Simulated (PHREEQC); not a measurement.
AlCl3 is added in steps, without added water, to 1 kg of water holding 0.0043 mol/kgw SrCl2 and 0.00091 mol/kgw Na2SO4, at 25 °C. Oxygen alone is held at its pressure in air (log pO2 = -0.68). No CO2 enters from the air. The run lets Celestite, Al(OH)3(a), Halite precipitate or redissolve, and no other solid.

Base run: PHREEQC, ion-association model, phreeqc.dat. Each further column changes one thing. The table gives pH.

```json
[
 {"AlCl3 added (mol)": "0", "base": "6.99", "Davies equation for every ion": "7.00", "all activity coefficients set to 1": "7.00", "metal-ligand complexes left out": "6.99", "database wateq4f.dat": "7.00"},
 {"AlCl3 added (mol)": "0.0013", "base": "4.10", "Davies equation for every ion": "4.13", "all activity coefficients set to 1": "[?]", "metal-ligand complexes left out": "4.08", "database wateq4f.dat": "4.04"},
 {"AlCl3 added (mol)": "0.0026", "base": "3.96", "Davies equation for every ion": "4.01", "all activity coefficients set to 1": "3.82", "metal-ligand complexes left out": "3.94", "database wateq4f.dat": "3.93"},
 {"AlCl3 added (mol)": "0.0039", "base": "3.89", "Davies equation for every ion": "3.94", "all activity coefficients set to 1": "3.73", "metal-ligand complexes left out": "3.87", "database wateq4f.dat": "3.88"},
 {"AlCl3 added (mol)": "0.0052", "base": "3.83", "Davies equation for every ion": "3.90", "all activity coefficients set to 1": "3.67", "metal-ligand complexes left out": "3.82", "database wateq4f.dat": "3.84"},
 {"AlCl3 added (mol)": "0.0065", "base": "3.79", "Davies equation for every ion": "3.86", "all activity coefficients set to 1": "[?]", "metal-ligand complexes left out": "3.77", "database wateq4f.dat": "3.79"},
 {"AlCl3 added (mol)": "0.0078", "base": "3.76", "Davies equation for every ion": "3.84", "all activity coefficients set to 1": "[?]", "metal-ligand complexes left out": "3.74", "database wateq4f.dat": "3.76"},
 {"AlCl3 added (mol)": "0.0091", "base": "3.73", "Davies equation for every ion": "3.82", "all activity coefficients set to 1": "[?]", "metal-ligand complexes left out": "3.71", "database wateq4f.dat": "3.73"},
 {"AlCl3 added (mol)": "0.0104", "base": "3.70", "Davies equation for every ion": "3.80", "all activity coefficients set to 1": "[?]", "metal-ligand complexes left out": "3.69", "database wateq4f.dat": "3.70"},
 {"AlCl3 added (mol)": "0.0117", "base": "3.68", "Davies equation for every ion": "3.78", "all activity coefficients set to 1": "3.48", "metal-ligand complexes left out": "3.67", "database wateq4f.dat": "3.68"},
 {"AlCl3 added (mol)": "0.013", "base": "3.66", "Davies equation for every ion": "3.76", "all activity coefficients set to 1": "[?]", "metal-ligand complexes left out": "3.65", "database wateq4f.dat": "3.66"}
]
```

Question: Fill in the missing entries.

Answer: 
- 0.0013, all activity coefficients set to 1: 3.97
- 0.0065, all activity coefficients set to 1: 3.62
- 0.0078, all activity coefficients set to 1: 3.58
- 0.0091, all activity coefficients set to 1: 3.54
- 0.0104, all activity coefficients set to 1: 3.51
- 0.013, all activity coefficients set to 1: 3.46

 phreeqc.dat and wateq4f.dat share most of their constants, so their agreement is no independent check. Solids allowed in the column 'database wateq4f.dat': Celestite, Al(OH)3(a), Basaluminite, Halite, Mirabilite.
